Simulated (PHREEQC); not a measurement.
Dissolve 0.16 mol/kgw (NH4)2SiF6 at 25 °C. Closed to the air; pH follows from the charge balance.

Computed with PHREEQC (ion-association model, phreeqc.dat).

| quantity | before | after |
|---|---|---|
| pH | 3.04 | 3.23 |
| NH3 (mol/kgw) | 1.08e-7 | 2.88e-9 |

What was changed between the two runs?
A. diluted 100-fold with water
B. (NH4)2SiF6 from 0.16 to 0.032 mol/kgw
C. (NH4)2SiF6 replaced by NH4HS at the same molality
D. temperature from 25 to 85 °C
E. (NH4)2SiF6 replaced by (NH4)2SO4 at the same molality

A, diluted 100-fold with water

Precipitation was switched off in this run. Some of these states are supersaturated (in Quartz (slow to form), Chalcedony (slow to form), for instance). SiF6-2 is the database's only silicon fluoride.
